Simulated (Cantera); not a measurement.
A closed system holds: 1 mol SiH2Cl2, 0.004 mol Cl2, 49 mol N2, held at 1700 K and 1 atm.

Method: chemical equilibrium by Gibbs-energy minimisation in Cantera with the NASA 1993 tables (ideal gas, pure condensed phases). The tables' values for SiCl3 are old estimates; treat these amounts as uncertain. Equilibrium is a limit: real reactors are often held back by kinetics, nucleation or transport.

```tsv
species	before	after
N2	0.961	0.961
HCl	0.0254	0.0229
H2	0.00709	0.00832
SiCl2	0.00445	0.00651
SiCl4	0.000523	0.000228
H	1.23e-5	2.58e-5
Cl	3.43e-5	5.45e-5
SiHCl3	2.83e-5	1.95e-5
SiCl3	0.00109	0.000935
Si3N4(s), mol	0.231	0.204
```
Gas species are given as mole fractions.

### Question
What was changed between the two runs?
A. pressure from 1 atm to 1.00 mbar
B. temperature from 1700 K to 1550 K
C. temperature from 1700 K to 1098 K
D. temperature from 1700 K to 1773.15 K

### Answer
D, temperature from 1700 K to 1773.15 K
